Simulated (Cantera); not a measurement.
An isothermal, constant-pressure homogeneous reactor starts with 0.336 % H2, 99.7 % O2, equivalence ratio 0.0017, at 975 K and 20.0 Torr.

Model: GRI-Mech 3.0 (53 species, 325 reactions), integrated in Cantera. Radical loss at walls, strong at low pressure, is not modelled.

x: mole fraction; the columns are a selection and need not sum to one.

```
t (s)         x H2   x O2    x H2O2     x HO2       x O     x H2O      x OH
--------  --------  -----  --------  --------  --------  --------  --------
6.00e-6    0.00336  0.997    <1e-12    <1e-12    <1e-12    <1e-12    <1e-12
1.60e-5    0.00336  0.997    <1e-12    <1e-12    <1e-12    <1e-12    <1e-12
4.24e-5    0.00336  0.997    <1e-12  1.38e-12    <1e-12    <1e-12    <1e-12
0.000113   0.00336  0.997    <1e-12  3.70e-12  1.73e-12    <1e-12  1.66e-12
0.000300   0.00336  0.997    <1e-12  9.95e-12  7.64e-12  1.13e-12  6.87e-12
0.000799   0.00336  0.997    <1e-12  2.69e-11  3.08e-11  1.11e-11  2.38e-11
0.00212    0.00336  0.997    <1e-12  7.47e-11  1.58e-10  1.10e-10  9.74e-11
0.00565    0.00336  0.997    <1e-12  2.73e-10   2.09e-9   2.13e-9   1.11e-9
0.0150     0.00336  0.997  3.50e-12   3.54e-8   7.85e-7   8.70e-7   4.12e-7
0.0400    0.000227  0.995   8.03e-8   3.17e-6   0.00131   0.00299  0.000210
0.106          [?]  0.996       [?]       [?]       [?]   0.00334       [?]
0.283      5.83e-7  0.997   9.87e-9   3.77e-7  0.000104   0.00336   2.19e-5
0.752      9.89e-8  0.997   6.73e-9   1.38e-7   1.96e-5   0.00336   9.57e-6
2.00       1.52e-8  0.997   3.20e-9   4.06e-8   3.43e-6   0.00337   4.07e-6
```

### Question
Fill in the missing entries.

### Answer

- 0.106, x H2: 4.42e-6
- 0.106, x H2O2: 1.28e-8
- 0.106, x HO2: 8.46e-7
- 0.106, x O: 0.000429
- 0.106, x OH: 4.65e-5
